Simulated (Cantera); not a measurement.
Input: 1 mol SiCl4, 2 mol HCl, 0.58 mol H2, at 1050 K and 0.100 bar.

Cantera equilibrium calculation (NASA polynomials, part measured and part estimated; ideal gas, pure solids and liquids). Candidate condensed phases: Si; 19 gas species. The tables' values for SiCl3 are old estimates; treat these amounts as uncertain. The numbers say what is thermodynamically allowed, not how fast it happens.

Base state: HCl 0.560, SiCl4 0.278, H2 0.161, SiHCl3 0.000831, SiCl3 0.000210 (mole fractions); condensed: gas only.

Task: What changes in the equilibrium state with this change: H2 from 0.58 to 2.1 mol?

Result: 
```tsv
species	before	after
H2	0.161	0.409
HCl	0.560	0.395
SiCl4	0.278	0.194
SiCl2	2.87e-6	1.02e-5
SiHCl3	0.000831	0.00209
SiCl3	0.000210	0.000331
```
